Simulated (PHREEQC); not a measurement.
Consider water at 25 °C with 0.0044 mol/kgw HF, 0.00015 mol/kgw NH4HF2 and 0.0041 mol/kgw (NH4)2SiF6. Closed to the air; pH follows from the charge balance.

Model: ion-association model, phreeqc.dat, run in PHREEQC.

Each row changes one thing in this solution. Precipitation was switched off in this run.

```json
[
 {"case": "as made", "pH": "2.86", "ionic strength (mol/kgw)": "0.0139", "HF (mol/kgw)": "0.00315", "F- (mol/kgw)": "0.00173", "HF2- (mol/kgw)": "2.09e-5", "NH3 (mol/kgw)": "3.03e-9"},
 {"case": "temperature from 25 to 35 °C", "pH": "[?]", "ionic strength (mol/kgw)": "0.0138", "HF (mol/kgw)": "0.00355", "F- (mol/kgw)": "0.00176", "HF2- (mol/kgw)": "2.55e-5", "NH3 (mol/kgw)": "6.49e-9"},
 {"case": "(NH4)2SiF6 replaced by Na2SiF6 at the same molality", "pH": "2.86", "ionic strength (mol/kgw)": "0.0139", "HF (mol/kgw)": "0.00315", "F- (mol/kgw)": "0.00172", "HF2- (mol/kgw)": "2.08e-5", "NH3 (mol/kgw)": "5.44e-11"},
 {"case": "(NH4)2SiF6 left out", "pH": "2.86", "ionic strength (mol/kgw)": "0.00159", "HF (mol/kgw)": "0.00310", "F- (mol/kgw)": "0.00157", "HF2- (mol/kgw)": "1.86e-5", "NH3 (mol/kgw)": "5.93e-11"},
 {"case": "diluted 5-fold with water", "pH": "[?]", "ionic strength (mol/kgw)": "0.00294", "HF (mol/kgw)": "0.00132", "F- (mol/kgw)": "0.00134", "HF2- (mol/kgw)": "6.79e-6", "NH3 (mol/kgw)": "1.28e-9"},
 {"case": "diluted 10-fold with water", "pH": "[?]", "ionic strength (mol/kgw)": "0.00156", "HF (mol/kgw)": "0.000987", "F- (mol/kgw)": "0.00119", "HF2- (mol/kgw)": "4.49e-6", "NH3 (mol/kgw)": "7.84e-10"},
 {"case": "NH4HF2 from 0.00015 to 0.0003 mol/kgw", "pH": "[?]", "ionic strength (mol/kgw)": "0.0141", "HF (mol/kgw)": "0.00329", "F- (mol/kgw)": "0.00183", "HF2- (mol/kgw)": "2.31e-5", "NH3 (mol/kgw)": "3.14e-9"}
]
```

Q: What belongs in the gaps?

A: 
- temperature from 25 to 35 °C, pH: 2.90
- diluted 5-fold with water, pH: 3.16
- diluted 10-fold with water, pH: 3.24
- NH4HF2 from 0.00015 to 0.0003 mol/kgw, pH: 2.87

Some of these states are supersaturated (in Quartz (slow to form), for instance). SiF6-2 is the database's only silicon fluoride.
